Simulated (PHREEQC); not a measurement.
Alkaline etch or developer

Consider water at 25 °C with 0.031 mol NH3, 0.00019 mol H3BO3 and 0.21 mol K3PO4 per kg of water. Closed to the air; pH follows from the charge balance.

Model: ion-association model, phreeqc.dat, run in PHREEQC.

No solid was allowed to form.

Question: Predict the pH.

Answer: pH 12.09.

Question: In which forms is P present?

Answer: PO4-3 90 %, HPO4-2 8.8 %, KHPO4- 1.6 % of the P.

Caution: at this ionic strength the ion-association model is outside its range; a Pitzer model would be the better tool where its parameters exist. Complexes and solids missing from the database can't appear.
